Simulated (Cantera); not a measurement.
What does this Cantera script print?

```python
import numpy as np
import cantera as ct

gas_names = """
    S2 H2 HF F SF4 Pb SF6
""".split()
cond_names = """
    PbF2(a) PbF2(b) PbF2(L) PbS(s) PbS(L)
""".split()


def load(file, names, dense=False):
    # The tables refer to 1 bar. Condensed volumes are neglected.
    table = {s.name: s for s in ct.Species.list_from_file(file)}
    out = []
    for n in names:
        d = dict(table[n].input_data)
        d["thermo"] = dict(d["thermo"], **{"reference-pressure": 1e5})
        if dense:
            d["equation-of-state"] = {"model": "constant-volume", "density": "1e6 g/cm^3"}
        out.append(ct.Species.from_dict(d))
    return out


species = {s.name: s for s in load("nasa_gas.yaml", gas_names) + load("nasa_condensed.yaml", cond_names)}
# Each term lists the table entries of one substance; the one whose range holds T is used.
reactions = {
    'S2(g) + 2 PbF2 + 2 H2(g) = 4 HF(g) + 2 PbS':
        [(-1, ['S2']), (-2, ['PbF2(a)', 'PbF2(b)', 'PbF2(L)']), (-2, ['H2']), (4, ['HF']), (2, ['PbS(s)', 'PbS(L)'])],
    '4 F(g) + PbS = SF4(g) + Pb(g)':
        [(-4, ['F']), (-1, ['PbS(s)', 'PbS(L)']), (1, ['SF4']), (1, ['Pb'])],
    'SF4(g) + PbF2 = SF6(g) + Pb(g)':
        [(-1, ['SF4']), (-1, ['PbF2(a)', 'PbF2(b)', 'PbF2(L)']), (1, ['SF6']), (1, ['Pb'])],
}


def pick(names, T):
    return next(species[n] for n in names if species[n].thermo.min_temp <= T <= species[n].thermo.max_temp)


results = []
for label, terms in reactions.items():
    print(label)
    print("     T/K   dH/kJ  dS/(J/K)   dG/kJ   log10 K")
    for T in [725, 875, 1025, 1175, 1325, 1475]:
        used = [(nu, pick(names, T)) for nu, names in terms]
        dH = sum(nu * s.thermo.h(T) for nu, s in used) / 1e6
        dS = sum(nu * s.thermo.s(T) for nu, s in used) / 1e3
        dG = dH - T * dS / 1e3
        logK = -dG * 1e6 / (ct.gas_constant * T * np.log(10))
        results.append((label, T, dH, dS, dG, logK, [s.name for _, s in used]))
        print(f"{T:8g} {dH:8.1f} {dS:8.1f} {dG:8.1f} {logK:8.2f}")
```

Result:

```
S2(g) + 2 PbF2 + 2 H2(g) = 4 HF(g) + 2 PbS
     T/K   dH/kJ  dS/(J/K)   dG/kJ   log10 K
     725    -89.9    112.0   -171.1    12.33
     875   -104.1     94.0   -186.3    11.12
    1025   -110.9     86.8   -199.8    10.18
    1175   -148.0     53.3   -210.6     9.36
    1325   -159.5     44.0   -217.8     8.59
    1475   -131.7     64.1   -226.3     8.01
4 F(g) + PbS = SF4(g) + Pb(g)
     T/K   dH/kJ  dS/(J/K)   dG/kJ   log10 K
     725   -798.6   -276.7   -598.1    43.09
     875   -801.3   -280.0   -556.3    33.21
    1025   -803.8   -282.7   -514.1    26.20
    1175   -806.4   -285.0   -471.5    20.96
    1325   -808.9   -287.0   -428.6    16.90
    1475   -830.9   -302.9   -384.2    13.61
SF4(g) + PbF2 = SF6(g) + Pb(g)
     T/K   dH/kJ  dS/(J/K)   dG/kJ   log10 K
     725    396.8     20.2    382.2   -27.54
     875    389.5     10.9    380.0   -22.68
    1025    385.9      7.1    378.7   -19.30
    1175    367.0    -10.0    378.8   -16.84
    1325    360.8    -15.0    380.7   -15.01
    1475    354.7    -19.3    383.2   -13.57
```

Source: NASA polynomial tables (part measured, part estimated), evaluated in Cantera. Condensed species are held in their standard states even where they would react or evaporate.
